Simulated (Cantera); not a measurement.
A freely propagating, adiabatic, planar premixed flame of CH4 : H2 : O2 : N2 = 1 : 0.12 : 1.72 : 6.45 (molar parts), unburnt at 525 K and 10.0 bar; mixture-averaged transport, grid criteria slope 0.08 and curve 0.16, no radiation.

Model: GRI-Mech 3.0 (53 species, 325 reactions), integrated in Cantera. Burning velocities carry a grid error of a few per cent, more on coarse grids.

Task: Predict: laminar burning velocity; thermal thickness; peak x(CO); peak x(HCN).

Result: 
```json
{
  "laminar_burning_velocity": "37.5 cm/s",
  "thermal_thickness": "0.0772 mm",
  "peak x(CO)": "0.0545",
  "peak x(HCN)": "2.44e-5"
}
```
